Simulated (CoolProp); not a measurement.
Vapour-liquid equilibrium of R113 (1) + n-hexane (2) at 115.15 °C; x and y are mole fractions of (1).

Model: multi-fluid Helmholtz-energy mixture model, Marx 1992 and Thol 2019; pair parameters Bell 2016, in CoolProp.

```
x      bubble pressure, mixture model (kPa)  bubble pressure, Raoult's law (kPa)  y, mixture model  y, Raoult's law
-----  ------------------------------------  -----------------------------------  ----------------  ---------------
0.05                                  377.0                                370.2        (withheld)            0.083
0.125                            (withheld)                                389.4             0.211            0.197
0.2                                   429.6                                408.7             0.311            0.300
0.275                                 453.0                                427.9        (withheld)            0.395
0.35                                  474.7                                447.2             0.476            0.481
0.425                                 495.0                                466.4             0.547            0.559
0.5                                   513.9                                485.7             0.612            0.632
0.575                                 531.7                                504.9             0.674            0.699
0.65                             (withheld)                                524.2             0.733            0.761
0.725                                 564.2                                543.4        (withheld)            0.819
0.8                                   579.0                                562.7             0.847            0.873
0.875                            (withheld)                                581.9             0.904            0.923
0.95                                  605.9                                601.2        (withheld)            0.970
```

Some entries are withheld; supply them.


- 0.05, y, mixture model: 0.092
- 0.125, bubble pressure, mixture model (kPa): 404.4
- 0.275, y, mixture model: 0.399
- 0.65, bubble pressure, mixture model (kPa): 548.4
- 0.725, y, mixture model: 0.791
- 0.875, bubble pressure, mixture model (kPa): 592.9
- 0.95, y, mixture model: 0.961

The largest gap from Raoult's law is +6.1 % in bubble pressure, at x = 0.35. No azeotrope shows between x = 0.05 and 0.95.

Pair parameters are fitted to limited data, so mixtures are less certain than the pure fluids.
